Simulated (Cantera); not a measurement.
## Fluorocarbon and chlorocarbon gases: CH₃F + F₂ + H₂

A closed system holds: 1 mol CH₃F, 0.033 mol F₂, 0.077 mol H₂, equilibrated at 3.40 mbar.

Equilibrium computed with Cantera from the NASA thermochemical tables; the gas is ideal and each condensed phase is pure. Candidate condensed phases: C, C₆H₆, C₇H₈, C₈H₁₈; 95 gas species. Equilibrium is a limit: real reactors are often held back by kinetics, nucleation or transport.

| T (K) | log p HF | log p H₂ | log p H | log p C₂H₂ (acetylene) | n C(graphite) |
|---|---|---|---|---|---|
| 1550 | -2.77 | -2.77 | -5.89 | -7.57 | 1.000 |
| 1650 | -2.77 | -2.77 | -5.43 | -7.12 | 1.000 |
| 1750 | -2.77 | -2.78 | -5.02 | -6.72 | 1.000 |
| 1850 | -2.77 | -2.78 | -4.66 | -6.36 | 0.999 |
| 1950 | -2.77 | -2.78 | -4.33 | -6.05 | 0.999 |
| 2050 | -2.77 | -2.79 | -4.04 | -5.77 | 0.998 |
| 2150 | -2.78 | -2.81 | -3.78 | -5.52 | 0.996 |
| 2250 | -2.78 | -2.83 | -3.55 | -5.31 | 0.994 |
| 2350 | -2.80 | -2.87 | -3.34 | -5.13 | 0.990 |
| 2450 | -2.81 | -2.94 | -3.16 | -4.99 | 0.985 |
| 2550 | -2.83 | -3.02 | -3.02 | -4.90 | 0.977 |
log p: log10 of the partial pressure in bar; n: condensed amount in mol.

From 1550 K to 2550 K the condensed part is C(graphite). The main C-bearing gas is C₂H₂ (acetylene) throughout.
